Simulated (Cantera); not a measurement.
An adiabatic, constant-volume homogeneous reactor starts with CH4 : C2H6 : O2 : N2 : CO2 = 1 : 0.12 : 1.73 : 6.5 : 2 (molar parts), equivalence ratio 1.4, at 1273 K and 5.00 bar. Integrator tolerance rtol = 1e-08.

Computed with Cantera and GRI-Mech 3.0 (53 species, 325 reactions).

```
quantity                                                              before                                      after
---------------------------------  -----------------------------------------  -----------------------------------------
time of steepest temperature rise                                   0.855 ms                                    1.67 ms
temperature at 0.200 s                                                2634 K                                     2287 K
equilibrium temperature                                               2634 K                                     2287 K
x(CH4) at 0.200 s                      <1e-12 (gas-phase equilibrium <1e-12)  4.62e-10 (gas-phase equilibrium 5.08e-10)
x(C2H6) at 0.200 s                     <1e-12 (gas-phase equilibrium <1e-12)      <1e-12 (gas-phase equilibrium <1e-12)
x(O2) at 0.200 s                     0.00122 (gas-phase equilibrium 0.00122)    1.94e-6 (gas-phase equilibrium 1.94e-6)
x(NO2) at 0.200 s                    3.56e-7 (gas-phase equilibrium 3.56e-7)  4.00e-10 (gas-phase equilibrium 4.00e-10)
x(C2H4) at 0.200 s                     <1e-12 (gas-phase equilibrium <1e-12)      <1e-12 (gas-phase equilibrium <1e-12)
x(O) at 0.200 s                    0.000286 (gas-phase equilibrium 0.000286)    2.00e-6 (gas-phase equilibrium 2.00e-6)
```

Task: Which change was made?
(A) pressure from 5.00 bar to 1.60 bar
(B) initial temperature 1273 to 1725 K
(C) CH4 1 to 1.6 parts
(D) C2H6 0.12 to 0.088 parts

Result: C, CH4 1 to 1.6 parts
